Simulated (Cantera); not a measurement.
A closed system holds: 1 mol SiH₂Cl₂, 1.6 mol NH₃, 2.4 mol H₂, at 1248 K and 0.100 bar.

Equilibrium computed with Cantera from the NASA thermochemical tables; the gas is ideal and each condensed phase is pure. Candidate condensed phases: NH₄Cl, Si, Si₃N₄; 28 gas species. The tables' values for SiCl₃ are old estimates; treat these amounts as uncertain. Kinetics and transport are ignored.

Base state: H₂ 0.709, HCl 0.258, N₂ 0.0247, SiCl₄ 0.00668, SiHCl₃ 0.000646, SiCl₃ 0.000538, SiCl₂ 0.000313 (mole fractions); condensed: Si₃N₄(s).

What changes in the equilibrium state with this change: NH₃ from 1.6 to 0.11 mol?


```json
[
 {"species": "H₂", "before": "0.709", "after": "0.793"},
 {"species": "HCl", "before": "0.258", "after": "0.0897"},
 {"species": "SiCl₄", "before": "0.00668", "after": "0.0588"},
 {"species": "N₂", "before": "0.0247", "after": "1.19e-6"},
 {"species": "SiCl₂", "before": "0.000313", "after": "0.0255"},
 {"species": "SiHCl₃", "before": "0.000646", "after": "0.0183"},
 {"species": "SiCl₃", "before": "0.000538", "after": "0.0144"},
 {"species": "SiH₂Cl₂", "before": "8.49e-6", "after": "0.000774"},
 {"species": "Si₃N₄(s), mol", "before": "0.314", "after": "0.0275"},
 {"species": "Si(s), mol", "before": "0", "after": "0.422"}
]
```
Mutual solubility and eutectic melting of coexisting phases are not modelled.

What changes in the equilibrium state with this change: SiH₂Cl₂ replaced by SiF₄?


```csv
species,before,after
H₂,0.709,0.724
SiF₄,0,0.149
N₂,0.0247,0.121
HCl,0.258,0
SiCl₄,0.00668,0
HF,0,0.00299
SiHF₃,0,0.00199
"Si₃N₄(s), mol",0.314,0.000116
```
The tables' values for SiF₃ are old estimates; treat these amounts as uncertain.

What changes in the equilibrium state with this change: temperature from 1248 K to 1975 K?


| species | before | after |
|---|---|---|
| H₂ | 0.709 | 0.693 |
| HCl | 0.258 | 0.133 |
| N₂ | 0.0247 | 0.105 |
| SiCl₂ | 0.000313 | 0.0630 |
| SiCl | <1e-9 | 0.000548 |
| Si | <1e-9 | 0.000323 |
| Si₃N₄(s), mol | 0.314 | 0 |
| Si(l), mol | 0 | 0.506 |
The tables' values for SiCl₃, SiCl are old estimates; treat these amounts as uncertain. Gases not in the tables: Si₂H₆ and higher silanes.
